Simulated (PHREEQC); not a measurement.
Dissolve 4.2 mmol/kgw HCl and 0.26 mmol/kgw Na2SO4 at 55 °C. Closed to the air; pH follows from the charge balance.

Computed with PHREEQC (ion-association model, wateq4f.dat).

Precipitation was switched off in this run.

Problem. What pH does the model give?

Solution. pH 2.42.

Problem. In which forms is S present?

Solution. SO4-2 62 %, HSO4- 38 % of the S.

Complexes and solids missing from the database can't appear. At this temperature some constants are extrapolated from 25 °C, and those without enthalpy data are left unchanged.
